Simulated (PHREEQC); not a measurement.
Solution (21 °C): 39 mmol/kgw NaH2PO4, 0.92 mmol/kgw K2HPO4 and 110 mmol/kgw NaCl. Closed to the air; pH follows from the charge balance.

Model: ion-association model, phreeqc.dat, run in PHREEQC.

Each row changes one thing in this solution. This is a speciation only: nothing precipitates in the calculation.

```csv
case,pH,ionic strength (mol/kgw),HPO4-2 (mol/kgw),NaHPO4- (mol/kgw),H3PO4 (mol/kgw),KHPO4- (mol/kgw),SI of Halite (NaCl),SI of Sylvite (KCl)
as made,5.20,0.152,0.000869,8.32e-5,2.54e-5,9.88e-7,-3.60,-4.84
K2HPO4 replaced by KHSO4 at the same molality,3.74,0.151,2.95e-5,2.82e-6,0.000722,1.68e-8,-3.60,-5.14
0.072 mol/kgw Na2SO4 added,5.10,0.332,0.000854,0.000117,2.87e-5,6.70e-7,-3.39,-4.95
diluted 100-fold with water,5.64,0.00152,1.17e-5,2.86e-8,1.19e-7,3.53e-10,-7.39,-8.61
NaH2PO4 from 0.039 to 0.39 mol/kgw,4.40,0.503,0.00189,0.000414,0.00133,1.37e-6,-3.16,-4.95
K2HPO4 replaced by KHF2 at the same molality,3.85,0.150,3.78e-5,3.63e-6,0.000567,2.16e-8,-3.60,-5.14
```
